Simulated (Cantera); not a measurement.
Charge: 1 mol Fe2O3, 0.42 mol CH4, 0.15 mol H2, equilibrated at 900 K and 100 Torr.

Equilibrium computed with Cantera from the NASA thermochemical tables; the gas is ideal and each condensed phase is pure. Candidate condensed phases: C, C6H6, C7H8, C8H18, Fe, Fe(CO)5, FeO, Fe(OH)2, Fe(OH)3, Fe2O3, Fe3O4, H2O; 114 gas species. The tables' stoichiometric FeO is somewhat more stable than real wüstite, so its field is too wide. FeO: taken at fixed stoichiometry. The numbers say what is thermodynamically allowed, not how fast it happens.

Base state: H2 0.455, H2O 0.247, CO2 0.165, CO 0.132, CH4 0.000676 (mole fractions); condensed: FeO(s).

What changes in the equilibrium state with this change: CH4 from 0.42 to 1 mol?


```tsv
species	before	after
H2	0.455	0.597
CO	0.132	0.240
H2O	0.247	0.0806
CO2	0.165	0.0745
CH4	0.000676	0.00851
FeO(s), mol	2.00	1.55
Fe(α), mol	0	0.454
```
